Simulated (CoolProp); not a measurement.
Model: reference Helmholtz-energy equation of state, Akasaka 2023, in CoolProp.

Task: For R1336mzz(E), give the phase and the density (kg/m³), cv (kJ/(kg K)), Joule-Thomson coefficient (K/MPa), isothermal compressibility (1/MPa) at 312.9 K and 2.6 MPa; 227.9 K and 0.899 MPa.

Result: 
- 312.9 K and 2.6 MPa: liquid; density 1290, cv 0.888, Joule-Thomson coefficient -0.145, isothermal compressibility 0.00401
- 227.9 K and 0.899 MPa: liquid; density 1510, cv 0.850, Joule-Thomson coefficient -0.358, isothermal compressibility 0.00112
